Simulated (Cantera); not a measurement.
Charge: 1 mol CF4, 0.012 mol HCl, at 1.00 bar.

These are equilibrium values from Cantera (NASA tables, ideal gas, pure condensed phases), not measurements of a reactor. Candidate condensed phases: C, C6H6, C7H8, C8H18; 118 gas species. The tables' values for C2F4 are old estimates; treat these amounts as uncertain. Gases not in the tables: C2F6 and larger saturated fluorocarbons. The numbers say what is thermodynamically allowed, not how fast it happens.

x: gas mole fraction; nothing condenses.

```json
[
 {"T (K)": "2748", "x F": "0.340", "x CF4": "0.455", "x CF2": "0.157", "x CF": "0.00129", "x CF3": "0.0306", "x HF": "…"},
 {"T (K)": "2848", "x F": "0.460", "x CF4": "0.280", "x CF2": "0.213", "x CF": "0.00289", "x CF3": "0.0319", "x HF": "…"},
 {"T (K)": "2948", "x F": "0.559", "x CF4": "0.138", "x CF2": "0.259", "x CF": "0.00612", "x CF3": "0.0280", "x HF": "…"},
 {"T (K)": "3048", "x F": "0.619", "x CF4": "0.0555", "x CF2": "0.283", "x CF": "0.0122", "x CF3": "0.0208", "x HF": "…"},
 {"T (K)": "3148", "x F": "0.650", "x CF4": "0.0199", "x CF2": "0.286", "x CF": "0.0226", "x CF3": "0.0140", "x HF": "0.00410"},
 {"T (K)": "3248", "x F": "0.666", "x CF4": "0.00689", "x CF2": "0.271", "x CF": "0.0387", "x CF3": "0.00887", "x HF": "0.00391"},
 {"T (K)": "3348", "x F": "0.680", "x CF4": "0.00237", "x CF2": "0.243", "x CF": "0.0607", "x CF3": "0.00542", "x HF": "0.00376"},
 {"T (K)": "3448", "x F": "0.697", "x CF4": "0.000816", "x CF2": "0.203", "x CF": "0.0854", "x CF3": "0.00318", "x HF": "0.00360"}
]
```

### Question
Fill in the missing entries.

### Answer

- 2748, x HF: 0.00773
- 2848, x HF: 0.00633
- 2948, x HF: 0.00517
- 3048, x HF: 0.00446
